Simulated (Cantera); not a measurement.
Input: 1 mol Si, 2.7 mol F2, held at 1500 °C and 6.40 Pa.

Cantera equilibrium calculation (NASA polynomials, part measured and part estimated; ideal gas, pure solids and liquids). Candidate condensed phases: Si; 9 gas species. The numbers say what is thermodynamically allowed, not how fast it happens.

Question: What is the equilibrium state?

Answer: 
```json
{
  "x(F)": "0.583",
  "x(SiF4)": "0.417",
  "x(SiF3)": "3.20e-6",
  "gas_amount": "2.400 mol",
  "log10 activity of Si(l) (absent)": "-23.32"
}
```
